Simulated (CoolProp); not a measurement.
Computed with CoolProp (reference Helmholtz-energy equation of state, Span 1996).

### Question
For carbon dioxide, give the phase and the density (kg/m³), fugacity coefficient at 110.35 °C and 200 bar; 128.15 °C and 200 bar.

### Answer
- 110.35 °C and 200 bar: supercritical; density 435, fugacity coefficient 0.655
- 128.15 °C and 200 bar: supercritical; density 377, fugacity coefficient 0.707
